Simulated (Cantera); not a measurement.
A Cantera script and its output.

```python
import numpy as np
import cantera as ct

gas = ct.Solution("gri30.yaml")
gas.TPX = 1575, 15000, {'C2H6': 1, 'N2': 4.4}
reactor = ct.IdealGasConstPressureReactor(gas, energy="off", clone=False)
net = ct.ReactorNet([reactor])
net.rtol, net.atol = 1e-08, 1e-18
show = ['C2H6', 'H', 'CH3', 'C2H', 'H2']
times = np.geomspace(0.0002, 20, 9)

steps = ct.SolutionArray(gas, extra=["t"])
rows = []
print(f"{'t/s':>10s}{'T/K':>9s}{'P/Pa':>11s}" + "".join(f"{s:>11s}" for s in show))
for t in times:
    while net.time < t:
        t_next = net.step()
        steps.append(gas.state, t=t_next)
    rows.append([np.interp(t, steps.t, y) for y in (steps.T, steps.P, *steps(*show).X.T)])
    print(f"{t:10.3e}{rows[-1][0]:9.1f}{rows[-1][1]:11.4g}" + "".join(f"{x:11.3e}" for x in rows[-1][2:]))
rate = np.gradient(steps.T, steps.t)
print("integrator steps:", len(steps.t))
if steps.T.max() > steps.T[0] + 200:
    print(f"time of steepest temperature rise: {steps.t[rate.argmax()]:.4e} s")
gas.TPX = 1575, 15000, {'C2H6': 1, 'N2': 4.4}
gas.equilibrate("TP")
print(f"equilibrium (TP): T = {gas.T:.1f} K  " + "  ".join(f"{s} {gas[s].X[0]:.3e}" for s in show))
```

It prints:

```
       t/s      T/K       P/Pa       C2H6          H        CH3        C2H         H2
 2.000e-04   1575.0    1.5e+04  7.896e-02  2.690e-04  8.759e-03  7.748e-08  6.210e-02
 8.434e-04   1575.0    1.5e+04  4.716e-03  2.255e-04  2.151e-03  2.275e-07  1.350e-01
 3.557e-03   1575.0    1.5e+04  1.148e-04  5.369e-05  3.686e-04  7.527e-08  1.701e-01
 1.500e-02   1575.0    1.5e+04  2.003e-05  2.817e-05  1.707e-04  4.452e-08  1.897e-01
 6.325e-02   1575.0    1.5e+04  1.965e-05  3.258e-05  1.762e-04  5.382e-08  2.025e-01
 2.667e-01   1575.0    1.5e+04  1.429e-05  3.535e-05  1.520e-04  5.704e-08  2.136e-01
 1.125e+00   1575.0    1.5e+04  5.099e-06  4.279e-05  9.342e-05  6.580e-08  2.381e-01
 4.743e+00   1575.0    1.5e+04  6.311e-07  5.252e-05  3.268e-05  7.781e-08  2.599e-01
 2.000e+01   1575.0    1.5e+04  1.577e-07  5.562e-05  1.334e-05  8.162e-08  2.658e-01
integrator steps: 1587
equilibrium (TP): T = 1575.0 K  C2H6 8.806e-08  H 5.584e-05  CH3 9.703e-06  C2H 4.853e-08  H2 2.671e-01
```

Computed with Cantera and GRI-Mech 3.0 (53 species, 325 reactions). GRI-Mech 3.0 stops at C3 and has no aromatics, soot or wall deposition, so with more carbon than oxygen in the feed, carbon stays in small species such as C2H2 where larger ones or solid carbon would form.
